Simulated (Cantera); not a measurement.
What does this Cantera script print?

```python
import numpy as np
import cantera as ct

gas = ct.Solution("gri30.yaml")
gas.TPX = 300, 1000000, {'CH4': 1, 'H2': 0.6, 'O2': 3.11, 'N2': 11.7, 'CO2': 0.16}
inlet = ct.Reservoir(gas, clone=True)
gas.equilibrate("HP")  # start burning
reactor = ct.IdealGasConstPressureReactor(gas, energy="on", clone=False)
exhaust = ct.Reservoir(gas, clone=True)
tau = [0.022, 0.011, 0.0053, 0.0026, 0.0013, 0.00062, 0.0003, 0.00015, 7.2e-05, 3.5e-05, 1.7e-05][0]
for a, b in ((inlet, reactor), (reactor, exhaust)):
    ct.MassFlowController(a, b, mdot=lambda t: reactor.mass / tau)
net = ct.ReactorNet([reactor])
show = ['CH4', 'H2', 'O2', 'H2O2', 'OH']

rows = []
print(f"{'tau/s':>10s}{'T/K':>9s}" + "".join(f"{s:>11s}" for s in show))
for tau in [0.022, 0.011, 0.0053, 0.0026, 0.0013, 0.00062, 0.0003, 0.00015, 7.2e-05, 3.5e-05, 1.7e-05]:
    net.initial_time = 0.0
    net.advance(30 * tau)
    before = gas.X
    net.advance(40 * tau)
    drift = np.max(np.abs(gas.X - before) / (gas.X + 1e-9))
    rows.append([gas.T, *gas[show].X, drift])
    print(f"{tau:10.3e}{gas.T:9.1f}" + "".join(f"{x:11.3e}" for x in gas[show].X))
```

Result:

```
     tau/s      T/K        CH4         H2         O2       H2O2         OH
 2.200e-02   1914.5  8.545e-06  7.253e-05  4.970e-02  2.110e-07  8.050e-04
 1.100e-02   1912.8  1.480e-05  1.029e-04  4.977e-02  2.524e-07  8.993e-04
 5.300e-03   1909.8  2.549e-05  1.566e-04  4.989e-02  3.209e-07  1.039e-03
 2.600e-03   1905.2  4.246e-05  2.425e-04  5.009e-02  4.201e-07  1.217e-03
 1.300e-03   1898.3  6.945e-05  3.763e-04  5.043e-02  5.560e-07  1.424e-03
 6.200e-04   1886.5  1.187e-04  6.057e-04  5.107e-02  7.567e-07  1.668e-03
 3.000e-04   1867.6  2.074e-04  9.715e-04  5.219e-02  1.030e-06  1.891e-03
 1.500e-04   1837.2  3.800e-04  1.552e-03  5.419e-02  1.404e-06  1.994e-03
 7.200e-05   1755.9  1.087e-03  3.091e-03  6.039e-02  2.344e-06  1.456e-03
 3.500e-05    300.0  6.035e-02  3.621e-02  1.877e-01  1.907e-19  5.757e-30
 1.700e-05    300.0  6.035e-02  3.621e-02  1.877e-01  1.186e-21  2.413e-32
```

Computed with Cantera and GRI-Mech 3.0 (53 species, 325 reactions).
